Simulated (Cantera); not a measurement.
An adiabatic, constant-volume homogeneous reactor starts with CH4 : C2H6 : O2 : N2 : H2 = 1 : 0.12 : 1.27 : 4.79 : 0.018 (molar parts), at 1250 K and 1.18 atm.

Detailed kinetics in Cantera: GRI-Mech 3.0 (53 species, 325 reactions).

x: mole fraction; the columns are a selection and need not sum to one.

```json
[
 {"t (s)": "8.00e-6", "T (K)": "1250", "P (bar)": "1.20", "x CH4": "0.139", "x C2H6": "0.0167", "x O2": "0.176", "x C2H": "<1e-12", "x H2O": "1.18e-8", "x CO": "1.21e-12", "x OH": "5.12e-10"},
 {"t (s)": "1.94e-5", "T (K)": "1250", "P (bar)": "1.20", "x CH4": "0.139", "x C2H6": "0.0167", "x O2": "0.176", "x C2H": "<1e-12", "x H2O": "7.39e-8", "x CO": "1.87e-11", "x OH": "1.32e-9"},
 {"t (s)": "4.72e-5", "T (K)": "1250", "P (bar)": "1.20", "x CH4": "0.139", "x C2H6": "0.0167", "x O2": "0.176", "x C2H": "<1e-12", "x H2O": "4.72e-7", "x CO": "3.02e-10", "x OH": "3.58e-9"},
 {"t (s)": "0.000115", "T (K)": "1250", "P (bar)": "1.20", "x CH4": "0.139", "x C2H6": "0.0167", "x O2": "0.176", "x C2H": "<1e-12", "x H2O": "3.54e-6", "x CO": "6.03e-9", "x OH": "1.27e-8"},
 {"t (s)": "0.000279", "T (K)": "1250", "P (bar)": "1.20", "x CH4": "0.139", "x C2H6": "0.0166", "x O2": "0.176", "x C2H": "<1e-12", "x H2O": "?", "x CO": "?", "x OH": "?"},
 {"t (s)": "0.000678", "T (K)": "1252", "P (bar)": "1.20", "x CH4": "0.138", "x C2H6": "0.0163", "x O2": "0.176", "x C2H": "<1e-12", "x H2O": "0.000455", "x CO": "1.37e-5", "x OH": "2.85e-7"},
 {"t (s)": "0.00165", "T (K)": "1271", "P (bar)": "1.22", "x CH4": "0.135", "x C2H6": "0.0146", "x O2": "0.173", "x C2H": "<1e-12", "x H2O": "0.00410", "x CO": "0.000628", "x OH": "1.13e-6"},
 {"t (s)": "0.00400", "T (K)": "2659", "P (bar)": "3.00", "x CH4": "4.34e-11", "x C2H6": "<1e-12", "x O2": "4.44e-5", "x C2H": "<1e-12", "x H2O": "0.132", "x CO": "0.128", "x OH": "0.00244"},
 {"t (s)": "0.00972", "T (K)": "2659", "P (bar)": "3.00", "x CH4": "4.33e-11", "x C2H6": "<1e-12", "x O2": "4.44e-5", "x C2H": "<1e-12", "x H2O": "0.132", "x CO": "0.128", "x OH": "0.00244"},
 {"t (s)": "0.0236", "T (K)": "2659", "P (bar)": "3.00", "x CH4": "4.33e-11", "x C2H6": "<1e-12", "x O2": "4.44e-5", "x C2H": "<1e-12", "x H2O": "0.132", "x CO": "0.128", "x OH": "0.00244"},
 {"t (s)": "0.0574", "T (K)": "2659", "P (bar)": "3.00", "x CH4": "4.33e-11", "x C2H6": "<1e-12", "x O2": "4.44e-5", "x C2H": "<1e-12", "x H2O": "0.132", "x CO": "0.128", "x OH": "0.00244"},
 {"t (s)": "0.139", "T (K)": "2659", "P (bar)": "3.00", "x CH4": "4.33e-11", "x C2H6": "<1e-12", "x O2": "4.44e-5", "x C2H": "<1e-12", "x H2O": "0.132", "x CO": "0.128", "x OH": "0.00244"},
 {"t (s)": "0.339", "T (K)": "2659", "P (bar)": "3.00", "x CH4": "4.33e-11", "x C2H6": "<1e-12", "x O2": "4.44e-5", "x C2H": "<1e-12", "x H2O": "0.132", "x CO": "0.128", "x OH": "0.00244"},
 {"t (s)": "0.823", "T (K)": "2659", "P (bar)": "3.00", "x CH4": "4.33e-11", "x C2H6": "<1e-12", "x O2": "4.44e-5", "x C2H": "<1e-12", "x H2O": "0.132", "x CO": "0.128", "x OH": "0.00244"},
 {"t (s)": "2.00", "T (K)": "2659", "P (bar)": "3.00", "x CH4": "4.33e-11", "x C2H6": "<1e-12", "x O2": "4.44e-5", "x C2H": "<1e-12", "x H2O": "0.132", "x CO": "0.128", "x OH": "0.00244"}
]
```

Problem. Fill in the missing entries.

Solution. 
- 0.000279, x H2O: 3.79e-5
- 0.000279, x CO: 2.13e-7
- 0.000279, x OH: 6.47e-8
